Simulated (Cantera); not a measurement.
Feed: 1 mol Al2O3, 0.45 mol N2, held at 1.33 mbar.

These are equilibrium values from Cantera (NASA tables, ideal gas, pure condensed phases), not measurements of a reactor. Candidate condensed phases: Al, AlN, Al2O3; 16 gas species. Kinetics and transport are ignored.

Which condensed phases are stable at each of these points (T (K)): 1623, 1773, 1923, 2073, 2223, 2373, 2523, 2673, 2823?


```csv
T (K),condensed phases,Al condensed (%)
1623,Al2O3(s),100.0
1773,Al2O3(s),100.0
1923,Al2O3(s),100.0
2073,Al2O3(s),100.0
2223,Al2O3(s),100.0
2373,Al2O3(l),100.0
2523,Al2O3(l),99.7
2673,Al2O3(l),98.5
2823,Al2O3(l),89.7
```

From 1623 K to 2223 K the condensed part is Al2O3(s). From 2373 K to 2823 K the condensed part is Al2O3(l).
